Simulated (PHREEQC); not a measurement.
A column of 1 m (40 cells, dispersivity 0.035 m, 300 s a shift, diffusion coefficient 3e-10 m²/s) holds 0.0097 eq of the database's cation exchanger X per kg of pore water, first in equilibrium with 21 mmol/kgw MgCl2, 23 mmol/kgw ZnCl2, 0.39 mmol/kgw MgSO4 and 0.01 mmol/kgw HCl. It is flushed with 0.0088 mol/kgw ZnSO4 and 1e-05 mol/kgw HCl, at 15 °C. Values are for the last cell. No CO2 enters from the air. Nothing may precipitate in this run.

Base run: PHREEQC, ion-association model, phreeqc.dat. Each further column changes one thing. The table gives Mg in solution (mol/kgw).

| pore volumes | base | exchange capacity from 0.0097 to 0.0049 eq/kgw | dispersivity from 0.035 to 0.07 m |
|---|---|---|---|
| 0 | 0.0214 | 0.0214 | 0.0214 |
| 0.5125 | 0.0213 | 0.0213 | 0.0205 |
| 1.012 | 0.0106 | [?] | 0.00997 |
| 1.512 | 0.00247 | [?] | 0.00322 |
| 2.013 | 0.000479 | 0.000189 | 0.00102 |
| 2.513 | 6.56e-5 | [?] | 0.000298 |
| 3.013 | 7.41e-6 | [?] | 8.07e-5 |
| 3.513 | 7.54e-7 | 6.91e-8 | [?] |
| 4.013 | 7.23e-8 | 4.17e-9 | 5.36e-6 |

Fill in the missing entries.


- 1.012, exchange capacity from 0.0097 to 0.0049 eq/kgw: 0.0100
- 1.512, exchange capacity from 0.0097 to 0.0049 eq/kgw: 0.00167
- 2.513, exchange capacity from 0.0097 to 0.0049 eq/kgw: 1.56e-5
- 3.013, exchange capacity from 0.0097 to 0.0049 eq/kgw: 1.09e-6
- 3.513, dispersivity from 0.035 to 0.07 m: 2.10e-5
